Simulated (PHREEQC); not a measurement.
## Metal-bearing waste water (model solution)

Solution (25 °C): 0.025 mol NiSO4 and 0.0081 mol NaHCO3 per kg of water. Closed to the air; pH follows from the charge balance.

Model: ion-association model, wateq4f.dat, run in PHREEQC.

This is a speciation only: nothing precipitates in the calculation.

Problem. What pH, ionic strength does the model give?

Solution. pH 6.03; ionic strength 0.0661 mol/kgw.

Problem. In which forms is Na present?

Solution. Na+ 96 %, NaSO4- 3.5 % of the Na.

The database's nickel carbonate constants are estimates that later reviews lower a good deal.
